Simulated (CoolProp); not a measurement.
c-C4F8 (RC318) along the isotherm 437.6 K: fugacity coefficient from the reference equation and from simpler models built on Tc = 388.4 K, pc = 2.778 MPa, ω = 0.355; each cubic takes its own stable root.

The numbers come from the reference Helmholtz-energy equation of state, Platzer 1990 in CoolProp. This equation is an older, rougher fit; its heat capacities, sound speeds and derivatives of the liquid may be far off and weren't checked against measurements.

```json
[
 {"p (MPa)": "0.0878", "phase": "gas", "reference": "0.9932"},
 {"p (MPa)": "0.156", "phase": "gas", "reference": "0.9879"},
 {"p (MPa)": "0.278", "phase": "gas", "reference": "0.9785"},
 {"p (MPa)": "0.494", "phase": "gas", "reference": "0.9620"},
 {"p (MPa)": "0.878", "phase": "gas", "reference": "0.9328"},
 {"p (MPa)": "1.56", "phase": "gas", "reference": "0.8819"},
 {"p (MPa)": "2.78", "phase": "supercritical", "reference": "0.7937"},
 {"p (MPa)": "4.94", "phase": "supercritical", "reference": "0.6484"},
 {"p (MPa)": "8.78", "phase": "supercritical", "reference": "0.4851"},
 {"p (MPa)": "15.6", "phase": "supercritical", "reference": "0.3934"},
 {"p (MPa)": "27.8", "phase": "supercritical", "reference": "0.3875"}
]
```

**Question.** How far does each simpler model (van der Waals, Redlich-Kwong, Soave-Redlich-Kwong) lie from the reference over these 11 states: mean and median of the absolute difference, and the worst?

**Answer.** 
- van der Waals: mean 3.1 %, median 0.5 %, worst +18.8 % at 437.6 K and 27.8 MPa
- Redlich-Kwong: mean 2.4 %, median 1.4 %, worst -5.4 % at 437.6 K and 8.78 MPa
- Soave-Redlich-Kwong: mean 2.0 %, median 0.1 %, worst +8.7 % at 437.6 K and 27.8 MPa
